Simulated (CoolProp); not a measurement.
The fluid at 298.15 K and 0.145 MPa is compressed adiabatically to 0.614 MPa with isentropic efficiency 0.9. The same conditions are run with several fluids, on thermodynamics alone (safety and materials aside).

Model: reference Helmholtz-energy equation of state of each fluid (R236FA: Pan 2012; hydrogen sulfide: Lemmon 2006; C3F8 (R218): Lemmon 2006; propyne: Polt 1992; CH2F2 (R32): Tillner-Roth 1997), in CoolProp. The equations of Platzer and Polt are older, rougher fits.

Problem. Rank R236FA, hydrogen sulfide, C3F8 (R218), propyne, CH2F2 (R32) by work (kJ/kg), highest first.

Solution. hydrogen sulfide (138), propyne (106), CH2F2 (R32) (85.7), R236FA (25.2), C3F8 (R218) (20.8)

| fluid | final temperature (K) | final density (kg/m³) |
|---|---|---|
| R236FA | 335.7 | 39.0 |
| hydrogen sulfide | 434.5 | 5.87 |
| C3F8 (R218) | 328.3 | 46.9 |
| propyne | 368.1 | 8.48 |
| CH2F2 (R32) | 396.6 | 9.95 |
